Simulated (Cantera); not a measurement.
Mixture: CH₄ : O₂ : N₂ = 1 : 4.17 : 15.7 (molar parts), equivalence ratio 0.48, at 4.93 atm, adiabatic and at constant volume. Ignition delay is the time to a rise of 400 K.

Model: GRI-Mech 3.0 (53 species, 325 reactions), integrated in Cantera.

### Question
What does this change do: pressure from 4.93 atm to 2.27 atm?

### Answer
```tsv
quantity	before	after
delay at 1050 K	58.5 ms	0.134 s
delay at 1150 K	13.3 ms	29.2 ms
delay at 1250 K	3.61 ms	7.43 ms
delay at 1350 K	1.12 ms	2.18 ms
delay at 1450 K	0.394 ms	0.741 ms
apparent activation energy between 1350 and 1450 K	170 kJ/mol	180 kJ/mol
```
